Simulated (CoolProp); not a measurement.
Computed with CoolProp (reference Helmholtz-energy equation of state, Polt 1992). This equation is an older, rougher fit; its heat capacities, sound speeds and derivatives of the liquid may be far off and weren't checked against measurements.

Q: Give the vapour pressure (MPa), enthalpy of vaporisation (kJ/kg), vapour Z of saturated cyclopropane at 22.05, 48.75 °C.

A: 
```csv
T (°C),p (MPa),enthalpy of vaporisation (kJ/kg),vapour Z
22.05,0.669,407,0.876
48.75,1.31,364,0.807
```
